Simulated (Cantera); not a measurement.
Feed: 1 mol SF6, 0.14 mol O2, 1.6 mol H2O, equilibrated at 2200 °C and 0.133 bar.

These are equilibrium values from Cantera (NASA tables, ideal gas, pure condensed phases), not measurements of a reactor. Candidate condensed phases: H2O, H2SO4, S; 43 gas species. The tables' values for SOF2, SF3 are old estimates; treat these amounts as uncertain. Rates play no part.

Base state: HF 0.456, F 0.394, SO2 0.117, SO 0.0211, O2 0.00520, O 0.00250, SF 0.00158, SF2 0.00144 (mole fractions); condensed: gas only.

Problem. What changes in the equilibrium state with this change: H2O from 1.6 to 6.1 mol?

Solution. 
```
species    before     after
-------  --------  --------
HF          0.456     0.544
H2O       9.60e-8     0.250
SO2         0.117    0.0860
F           0.394  0.000533
H2        1.90e-8    0.0147
OH        8.55e-6    0.0253
O2        0.00520    0.0590
SO         0.0211   0.00461
SF2       0.00144     <1e-9
SOF2     0.000550     <1e-9
SF3       1.46e-5     <1e-9
F2        1.37e-5     <1e-9
SF        0.00158   1.39e-7
```
